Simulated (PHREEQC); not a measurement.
## Phosphoric acid bath (model solution)

Consider water at 25 °C with 1.6 mmol/kgw H3PO4 and 0.39 mmol/kgw H2SO4. Closed to the air; pH follows from the charge balance.

Model: ion-association model, wateq4f.dat, run in PHREEQC.

Each row changes one thing in this solution. Precipitation was switched off in this run.

| case | pH | ionic strength (mol/kgw) | H2PO4- (mol/kgw) | SO4-2 (mol/kgw) | H3PO4 (mol/kgw) | HSO4- (mol/kgw) |
|---|---|---|---|---|---|---|
| as made | 2.72 | 0.00233 | 0.00127 | 0.000337 | 0.000335 | 5.31e-5 |
| H3PO4 from 0.0016 to 0.00016 mol/kgw | 3.06 | 0.00126 | 0.000143 | 0.000363 | 1.74e-5 | ___ |
| H2SO4 from 0.00039 to 0.0039 mol/kgw | 2.17 | 0.0100 | 0.000844 | 0.00263 | 0.000756 | 0.00127 |
| 0.00012 mol/kgw Na2SO4 added | 2.73 | 0.00266 | 0.00127 | 0.000441 | 0.000332 | 6.82e-5 |
| diluted 2-fold with water | 2.99 | ___ | 0.000698 | 0.000179 | ___ | 1.60e-5 |

Problem. Complete the blanks.

Solution. 
- H3PO4 from 0.0016 to 0.00016 mol/kgw, HSO4- (mol/kgw): 2.71e-5
- diluted 2-fold with water, ionic strength (mol/kgw): 0.00125
- diluted 2-fold with water, H3PO4 (mol/kgw): 0.000102

Species that the database lacks are ignored. H3PO4, which wateq4f.dat lacks, is added to it with the constant of phreeqc.dat.
